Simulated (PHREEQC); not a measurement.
Synthetic water in mg/kgw, 59 °C, pH 3.03:

```tsv
constituent	mg/kgw
Na	1720
K	395
Ca	16.3
Mg	56.7
Cl	164
S(6) as SO4	4260
B	0.18
Si as SiO2	90.1
```

Valence states are taken as typed.

The numbers come from PHREEQC with the Pitzer model, pitzer.dat.

Each row changes one thing in this solution. Precipitation was switched off in this run.

| case | ionic strength (mol/kgw) | HSO4- (mol/kgw) | H3SiO4- (mol/kgw) | MgOH+ (mol/kgw) | SI of SiO2(a) (SiO2) | SI of Gypsum (CaSO4:2H2O) |
|---|---|---|---|---|---|---|
| as made | 0.134 | 0.00373 | 8.91e-10 | 1.57e-11 | -0.42 | -1.46 |
| Na from 1720 to 3440 mg/kgw | 0.172 | 0.00347 | 9.55e-10 | 1.46e-11 | -0.41 | -1.52 |
| Mg from 56.7 to 170 mg/kgw | 0.144 | 0.00354 | 9.11e-10 | 4.80e-11 | -0.42 | -1.47 |
| temperature from 59 to 80 °C at the same typed pH | 0.130 | 0.00650 | 1.37e-9 | 5.65e-11 | -0.55 | -1.43 |

Constants without temperature data keep their 25 °C values here.
